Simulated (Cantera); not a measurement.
Source: NASA polynomial tables (part measured, part estimated), evaluated in Cantera. Values are per mole of reaction as written; species without (g) are pure solids or liquids, kept so even where they would boil at 1 bar. TiC: taken at fixed stoichiometry.

2 TiO(g) + C = TiC + TiO₂, with ΔH° = -1237.6 kJ and ΔS° = -398.1 J/K at 300 K.

Task: How far is the shortcut ΔG° ≈ ΔH°(300 K) − T·ΔS°(300 K) from the full temperature-dependent value at 1748, 1848, 1948, 2048, 2148, 2248, 2348 K?

Result: 
| T (K) | shortcut (kJ) | full (kJ) | difference (kJ) | difference in log10 K | condensed phases |
|---|---|---|---|---|---|
| 1748 | -541.8 | -584.3 | 42.5 | -1.27 | C(graphite), TiC(s), TiO₂(rutile) |
| 1848 | -502.0 | -549.5 | 47.4 | -1.34 | C(graphite), TiC(s), TiO₂(rutile) |
| 1948 | -462.2 | -514.8 | 52.6 | -1.41 | C(graphite), TiC(s), TiO₂(rutile) |
| 2048 | -422.4 | -480.3 | 57.8 | -1.48 | C(graphite), TiC(s), TiO₂(rutile) |
| 2148 | -382.6 | -446.5 | 63.9 | -1.55 | C(graphite), TiC(s), TiO₂(l) |
| 2248 | -342.8 | -415.5 | 72.7 | -1.69 | C(graphite), TiC(s), TiO₂(l) |
| 2348 | -303.0 | -384.8 | 81.8 | -1.82 | C(graphite), TiC(s), TiO₂(l) |
The shortcut ignores heat capacities and the phase changes listed.
